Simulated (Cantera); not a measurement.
## Hydrocarbon pyrolysis for carbon deposition

An isothermal, constant-pressure homogeneous reactor starts with C2H6 : H2 = 1 : 69 (molar parts), at 1800 K and 19.0 Pa.

Computed with Cantera and GRI-Mech 3.0 (53 species, 325 reactions). GRI-Mech 3.0 stops at C3 and has no aromatics, soot or wall deposition, so with more carbon than oxygen in the feed, carbon stays in small species such as C2H2 where larger ones or solid carbon would form. Radical loss at walls, strong at low pressure, is not modelled.

| t (s) | x C2H6 | x H2 | x CH3 | x H | x C2H |
|---|---|---|---|---|---|
| 2.00e-5 | 0.0143 | 0.986 | 5.71e-5 | 2.39e-7 | <1e-12 |
| 6.32e-5 | 0.0142 | 0.986 | 0.000179 | 2.18e-6 | <1e-12 |
| 0.000200 | 0.0140 | 0.985 | 0.000547 | 2.05e-5 | <1e-12 |
| 0.000632 | 0.0134 | 0.985 | 0.00156 | 0.000182 | <1e-12 |
| 0.00200 | 0.0114 | 0.982 | 0.00361 | 0.00134 | 1.88e-12 |
| 0.00632 | 0.00495 | 0.973 | 0.00587 | 0.00567 | 2.61e-9 |
| 0.0200 | 5.53e-5 | 0.964 | 0.00410 | 0.0102 | 1.04e-7 |
| 0.0632 | 1.74e-6 | 0.966 | 0.00355 | 0.00938 | 2.37e-7 |
| 0.200 | 1.39e-6 | 0.968 | 0.00292 | 0.00831 | 2.98e-7 |
| 0.632 | 8.67e-7 | 0.971 | 0.00201 | 0.00672 | 3.46e-7 |
| 2.00 | 4.08e-7 | 0.975 | 0.00118 | 0.00523 | 3.70e-7 |
| 6.32 | 1.48e-7 | 0.978 | 0.000657 | 0.00452 | 4.08e-7 |
| 20.0 | 3.38e-8 | 0.979 | 0.000327 | 0.00487 | 5.27e-7 |
| 63.2 | 2.98e-9 | 0.979 | 0.000114 | 0.00640 | 7.64e-7 |
| 200 | 9.28e-11 | 0.977 | 2.59e-5 | 0.00941 | 1.16e-6 |
x: mole fraction; the columns are a selection and need not sum to one.

Equilibrium at this temperature and pressure: C2H6 <1e-12, H2 0.961, CH3 6.50e-7, H 0.0256, C2H 3.20e-6 (gas phase only).
